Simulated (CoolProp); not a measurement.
Values from CoolProp's reference Helmholtz-energy equation of state, Lemmon 2006. It is a short technical equation, of lower accuracy than the large ones.

Task: For C3F8 (R218), give the phase and the density (kg/m³), isothermal compressibility (1/MPa), expansivity (1/kK), fugacity coefficient at 317 K and 0.161 MPa; 175.4 K and 5.31 MPa.

Result: 
- 317 K and 0.161 MPa: gas; density 11.8, isothermal compressibility 6.39, expansivity 3.48, fugacity coefficient 0.973
- 175.4 K and 5.31 MPa: liquid; density 1840, isothermal compressibility 0.00112, expansivity 1.82, fugacity coefficient 0.000532
